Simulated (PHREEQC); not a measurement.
Synthetic water in mg/kgw, 80 °C, pH 5.7, pe 10.6: Na 0.195; K 0.0112; Ca 0.284; Mg 0.0133; Cl 0.594; S(6) as SO4 0.0237; Alkalinity as HCO3 0.433; Pb 0.00636; Sr 0.000864; B 0.000104.

Valence states are taken as typed.

The numbers come from PHREEQC with the ion-association model, phreeqc.dat.

```
quantity                   before     after
-----------------------  --------  --------
CO2 (mol/kgw)             3.87e-5   9.95e-5
HCO3- (mol/kgw)           8.97e-6   2.32e-5
CO3-2 (mol/kgw)          3.45e-10  9.04e-10
SI of Pb(OH)2 (Pb(OH)2)     -2.69     -2.23
SI of Cerussite (PbCO3)     -4.44     -3.57
```

Question: Which change was made?
A. pH from 5.7 to 5.5 at the same alkalinity
B. pH from 5.7 to 6.2 at the same alkalinity
C. all concentrations times 3 at the same typed pH

Answer: C, all concentrations times 3 at the same typed pH

Precipitation was switched off in this run. At this temperature some constants are extrapolated from 25 °C, and those without enthalpy data are left unchanged.
